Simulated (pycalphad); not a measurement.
Source of the numbers: pycalphad with the COST 507 light-alloy database (1999); pressure 1 atm. These are 1990s assessments: newer ones move some temperatures and phases. Amounts are mole fractions of atoms.

Problem. Give the equilibrium state of Sn-43.05Si (at.%) at 1075 K.

Solution. liquid, fraction 0.573, with 0.69 Si at.%; diamond (Si), fraction 0.427, with >99.99 Si at.%.
